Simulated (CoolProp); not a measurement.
Aqueous potassium formate as a coolant, at 35 °C, 1 atm.

Model: Melinder's fits for secondary coolants, in CoolProp.

```
mass %  freezing point (°C)  cp (kJ/(kg K))  conductivity (W/(m K))  viscosity (mPa s)  Prandtl number
------  -------------------  --------------  ----------------------  -----------------  --------------
4.7                    -2.1           4.004                   0.610              0.797               ?
10.2                      ?           3.809                   0.598                  ?            5.48
15.7                   -8.5               ?                   0.587              0.933            5.76
21.2                  -12.6           3.438                   0.577               1.04            6.18
26.7                  -17.6           3.266                   0.566               1.17               ?
32.2                  -23.8               ?                   0.554               1.31            7.36
37.7                  -31.3               ?                   0.541               1.46            8.01
43.2                  -40.5           2.831                   0.525               1.65            8.89
```

Q: Some entries are withheld; supply them.

A: 
- 4.7, Prandtl number: 5.23
- 10.2, freezing point (°C): -5.0
- 10.2, viscosity (mPa s): 0.859
- 15.7, cp (kJ/(kg K)): 3.620
- 26.7, Prandtl number: 6.74
- 32.2, cp (kJ/(kg K)): 3.107
- 37.7, cp (kJ/(kg K)): 2.963
